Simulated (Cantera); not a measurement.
What does this Cantera script print?

```python
import numpy as np
import cantera as ct

gas_names = """
    B BH BH2 BH3 BN BO BO2 B2 B2O B2O2 B2O3 B3O3H3 H HBO HBO2 HNO HNO2 HNO3 HO2 H2 H2O H2O2 H3B3O6 N NH
    NH2 NH3 NH2OH NO NO2 NO3 N2 N2H2 N2H4 N2O O OH O2 O3
""".split()
cond_names = """
    B(b) B(L) BN(s) B2O3(L) B3O3H3(cr) H2O(s) H2O(L)
""".split()


def load(file, names, dense=False):
    # The tables refer to 1 bar. Condensed volumes are neglected.
    table = {s.name: s for s in ct.Species.list_from_file(file)}
    out = []
    for n in names:
        d = dict(table[n].input_data)
        d["thermo"] = dict(d["thermo"], **{"reference-pressure": 1e5})
        if dense:
            d["equation-of-state"] = {"model": "constant-volume", "density": "1e6 g/cm^3"}
        out.append(ct.Species.from_dict(d))
    return out


gas = ct.Solution(thermo="ideal-gas", species=load("nasa_gas.yaml", gas_names))
cond = {s.name: ct.Solution(thermo="fixed-stoichiometry", species=[s], name=s.name)
        for s in load("nasa_condensed.yaml", cond_names, dense=True)}
atoms = {
    'BN': {'B': 1, 'N': 1},
    'H2O': {'H': 2, 'O': 1},
}
top_T = {'BN(s)': 3200}  # K; cautious upper limits of use, not melting points


def equilibrate(T, P, feed):
    n = {}
    for name, mol in feed.items():
        for a, k in atoms[name].items():
            n[a] = n.get(a, 0.0) + k * mol
    gas.TPX = T, P, n
    mass = sum(n.values()) * gas.mean_molecular_weight
    gas.equilibrate("TP")
    valid = [c for c in cond.values() if c.min_temp <= T <= top_T.get(c.name, c.max_temp)]
    mix = ct.Mixture([(gas, mass / gas.mean_molecular_weight)] + [(c, 0.0) for c in valid])
    mix.T, mix.P = T, P
    mix.equilibrate("TP", solver="vcs", rtol=1e-11, max_steps=5000)
    return mix


results = []
feed = {'BN': 1, 'H2O': 0.11}  # mol
T = 1773  # K
for P in [1, 6.8, 46, 320, 2200, 15000, 100000]:
    mix = equilibrate(T, P, feed)
    results.append((T, P, feed, dict(zip(mix.species_names, mix.species_moles))))
    x = sorted(zip(gas.X, gas.species_names), reverse=True)
    print(f"T = {T:g} K  P = {P:g} Pa  gas = {mix.phase_moles(0):.4g} mol")
    print("   x: " + "  ".join(f"{s} {v:.3e}" for v, s in x if v > 0.001))
    print("   condensed (mol): " + ("  ".join(f"{mix.phase(i).name} {mix.phase_moles(i):.4g}"
          for i in range(1, mix.n_phases) if mix.phase_moles(i) > 1e-12) or "none"))
```

Result:

```
T = 1773 K  P = 1 Pa  gas = 0.2693 mol
   x: H2 3.452e-01  N2 2.564e-01  BO 2.070e-01  HBO 7.362e-02  B2O2 6.282e-02  H 5.285e-02  B2O 1.576e-03
   condensed (mol): B(b) 0.02769  BN(s) 0.8619
T = 1773 K  P = 6.8 Pa  gas = 0.2347 mol
   x: H2 4.027e-01  N2 2.328e-01  B2O2 1.195e-01  HBO 1.097e-01  BO 1.095e-01  H 2.189e-02  B2O3 3.157e-03
   condensed (mol): BN(s) 0.8907
T = 1773 K  P = 46 Pa  gas = 0.2198 mol
   x: H2 4.352e-01  N2 2.366e-01  B2O2 1.295e-01  HBO 1.187e-01  BO 4.384e-02  B2O3 2.431e-02  H 8.750e-03  HBO2 2.913e-03
   condensed (mol): BN(s) 0.896
T = 1773 K  P = 320 Pa  gas = 0.2026 mol
   x: H2 4.851e-01  N2 2.244e-01  HBO 9.896e-02  B2O3 8.106e-02  B2O2 8.077e-02  BO 1.312e-02  HBO2 1.299e-02  H 3.502e-03
   condensed (mol): BN(s) 0.9091
T = 1773 K  P = 2200 Pa  gas = 0.1828 mol
   x: H2 5.539e-01  N2 2.149e-01  B2O3 1.064e-01  HBO 6.133e-02  HBO2 3.140e-02  B2O2 2.717e-02  BO 2.903e-03  H 1.427e-03
   condensed (mol): BN(s) 0.9214  B2O3(L) 0.006118
T = 1773 K  P = 15000 Pa  gas = 0.1524 mol
   x: H2 7.012e-01  N2 2.408e-01  HBO2 1.899e-02  HBO 1.883e-02  B2O3 1.560e-02  B2O2 2.023e-03  H2O 1.614e-03
   condensed (mol): BN(s) 0.9266  B2O3(L) 0.0311
T = 1773 K  P = 100000 Pa  gas = 0.148 mol
   x: H2 7.322e-01  N2 2.460e-01  HBO2 1.035e-02  HBO 5.413e-03  H2O 3.195e-03  B2O3 2.341e-03
   condensed (mol): BN(s) 0.9272  B2O3(L) 0.03486
```

Equilibrium computed with Cantera from the NASA thermochemical tables; the gas is ideal and each condensed phase is pure. Mutual solubility and eutectic melting of coexisting phases are not modelled. The tables' values for BH2 are old estimates; treat these amounts as uncertain.
